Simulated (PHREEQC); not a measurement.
Consider water at 63 °C with 0.012 mol NiSO4, 0.028 mol CuCl2, 0.0062 mol H2SO4 and 0.00023 mol NaCl per kg of water. Closed to the air; pH follows from the charge balance.

All values are PHREEQC results (ion-association model, wateq4f.dat), not measurements.

### Question
The ionic strength comes out as 0.105 mol/kgw. What activity coefficients do NaSO4-, NiCl+, CuCl+, SO4-2, HSO4- get?

### Answer
NaSO4- 0.77, NiCl+ 0.76, CuCl+ 0.75, SO4-2 0.34, HSO4- 0.76.

This is a speciation only: nothing precipitates in the calculation. At this temperature some constants are extrapolated from 25 °C, and those without enthalpy data are left unchanged.
